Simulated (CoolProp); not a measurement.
Carbonyl sulfide along the isobar 4.9 MPa: fugacity coefficient from the reference equation and from simpler models built on Tc = 378.8 K, pc = 6.369 MPa, ω = 0.098; each cubic takes its own stable root.

Values from CoolProp's reference Helmholtz-energy equation of state, Lemmon 2006. It is a short technical equation, of lower accuracy than the large ones.

```
T (K)   phase  reference
-----  ------  ---------
337.4  liquid     0.5011
352.6  liquid     0.6199
367.9     gas     0.7198
383.2     gas     0.7563
398.5     gas     0.7857
413.7     gas     0.8101
429       gas     0.8312
444.3     gas     0.8493
459.5     gas     0.8650
474.8     gas     0.8788
490.1     gas     0.8910
505.4     gas     0.9018
520.6     gas     0.9114
```

**Question.** How far does each simpler model (van der Waals, Redlich-Kwong, Soave-Redlich-Kwong, Peng-Robinson) lie from the reference over these 13 states: mean and median of the absolute difference, and the worst?

**Answer.** 
- van der Waals: mean 4.3 %, median 1.0 %, worst +25.6 % at 337.4 K and 4.9 MPa
- Redlich-Kwong: mean 1.1 %, median 0.7 %, worst +4.9 % at 337.4 K and 4.9 MPa
- Soave-Redlich-Kwong: mean 0.4 %, median 0.1 %, worst +1.7 % at 337.4 K and 4.9 MPa
- Peng-Robinson: mean 2.2 %, median 2.1 %, worst -2.8 % at 383.2 K and 4.9 MPa
